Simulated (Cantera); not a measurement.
A perfectly stirred reactor is fed with C3H8 : O2 : N2 = 1 : 8.93 : 33.6 (molar parts), equivalence ratio 0.56, at 3750 Torr; it is adiabatic with a 673 K inlet, and is followed from long to short residence time, starting on the burning branch (τ in s: 0.06, 0.03, 0.015, 0.0073, 0.0036, 0.0018, 0.00088, 0.00044, 0.00022, 0.00011, 5.3e-05, 2.6e-05).

Cantera simulation using GRI-Mech 3.0 (53 species, 325 reactions); the numbers are that mechanism's predictions, not measurements. GRI-Mech 3.0 was tuned for natural gas; its chemistry of propane as a main component is partial and can be far from experiment.

Task: Predict: blow-out, bracketed by the residence times tried; x(C3H8) at τ = 60.0 ms; x(O2) at τ = 60.0 ms; x(CH2CO) at τ = 60.0 ms; x(H) at τ = 60.0 ms; x(C2H2) at τ = 60.0 ms; x(C3H8) at τ = 0.880 ms; x(O2) at τ = 0.880 ms; x(CH2CO) at τ = 0.880 ms; x(H) at τ = 0.880 ms; x(C2H2) at τ = 0.880 ms.

Result: 
```json
{
 "blow_out_bracketed_by_the_residence_times_tried": "burning at 53.0 µs, out at 26.0 µs",
 "x(C3H8) at τ = 60.0 ms": "3.21e-7",
 "x(O2) at τ = 60.0 ms": "0.0881",
 "x(CH2CO) at τ = 60.0 ms": "7.13e-7",
 "x(H) at τ = 60.0 ms": "4.00e-6",
 "x(C2H2) at τ = 60.0 ms": "1.12e-6",
 "x(C3H8) at τ = 0.880 ms": "8.97e-6",
 "x(O2) at τ = 0.880 ms": "0.0890",
 "x(CH2CO) at τ = 0.880 ms": "1.85e-5",
 "x(H) at τ = 0.880 ms": "0.000108",
 "x(C2H2) at τ = 0.880 ms": "7.32e-6"
}
```
